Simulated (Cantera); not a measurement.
What does this Cantera script print?

```python
import numpy as np
import cantera as ct

gas = ct.Solution("gri30.yaml")
gas.TPX = 525, 32000, {'C3H8': 1, 'O2': 3.33, 'N2': 12.5, 'H2O': 0.79}
flame = ct.FreeFlame(gas, width=0.089)
flame.set_refine_criteria(ratio=3, slope=0.08, curve=0.16)
flame.transport_model = "mixture-averaged"
flame.solve(loglevel=0, auto=True)
z, T = flame.grid, flame.T
thick = (T[-1] - T[0]) / np.gradient(T, z).max()
show = ['C3H8', 'O2', 'H2O', 'HO2', 'N2O', 'C2H2']
print(f"laminar burning velocity  {flame.velocity[0] * 100:.3f} cm/s")
print(f"burnt temperature         {T[-1]:.1f} K")
print(f"thermal thickness         {thick * 1e3:.4f} mm")
print(f"grid points               {len(z)}")
z0 = z[flame.heat_release_rate.argmax()]
print(f"{'z/mm':>9s}{'T/K':>9s}{'u/(m/s)':>9s}" + "".join(f"{s:>11s}" for s in show))
rows = []
for k in (-3, -2, -1.5, -1, -0.5, -0.25, 0, 0.25, 0.5, 1, 2, 4, 8):
    zz = z0 + k * thick
    rows.append([k * thick, np.interp(zz, z, T), np.interp(zz, z, flame.velocity),
                 *(np.interp(zz, z, flame.X[gas.species_index(s)]) for s in show)])
    print(f"{rows[-1][0] * 1e3:9.3f}{rows[-1][1]:9.1f}{rows[-1][2]:9.3f}" + "".join(f"{x:11.3e}" for x in rows[-1][3:]))
```

Output:

```
laminar burning velocity  77.930 cm/s
burnt temperature         2039.7 K
thermal thickness         1.1356 mm
grid points               135
     z/mm      T/K  u/(m/s)       C3H8         O2        H2O        HO2        N2O       C2H2
   -3.407    525.3    0.783  5.656e-02  1.882e-01  4.471e-02  7.755e-08  1.584e-13  2.004e-07
   -2.271    528.4    0.792  5.623e-02  1.867e-01  4.490e-02  9.840e-07  3.029e-12  3.450e-06
   -1.703    540.5    0.816  5.579e-02  1.843e-01  4.615e-02  4.433e-06  1.858e-11  1.961e-05
   -1.136    614.6    0.944  5.414e-02  1.751e-01  5.351e-02  2.200e-05  1.742e-10  1.645e-04
   -0.568    987.9    1.587  3.789e-02  1.330e-01  8.643e-02  5.755e-05  1.707e-09  1.462e-03
   -0.284   1343.4    2.251  1.294e-02  8.881e-02  1.174e-01  1.420e-04  3.998e-09  3.522e-03
    0.000   1678.3    2.897  4.335e-04  4.325e-02  1.478e-01  7.479e-05  6.787e-09  6.169e-03
    0.284   1864.3    3.240  7.562e-07  1.684e-02  1.641e-01  9.766e-06  7.304e-09  4.328e-03
    0.568   1939.3    3.370  3.300e-10  6.065e-03  1.691e-01  1.508e-06  6.511e-09  1.846e-03
    1.136   1979.2    3.429  2.113e-14  9.333e-04  1.679e-01  1.502e-07  4.949e-09  3.213e-04
    2.271   1992.5    3.443  1.789e-18  2.165e-04  1.647e-01  4.787e-08  3.540e-09  1.702e-05
    4.542   2000.9    3.454  6.561e-24  1.629e-04  1.641e-01  3.805e-08  2.484e-09  1.444e-07
    9.085   2011.7    3.470  6.956e-29  1.190e-04  1.648e-01  2.877e-08  1.857e-09  4.803e-10
```

Detailed kinetics in Cantera: GRI-Mech 3.0 (53 species, 325 reactions). GRI-Mech 3.0 was tuned for natural gas; its chemistry of propane as a main component is partial and can be far from experiment. Burning velocities carry a grid error of a few per cent, more on coarse grids.
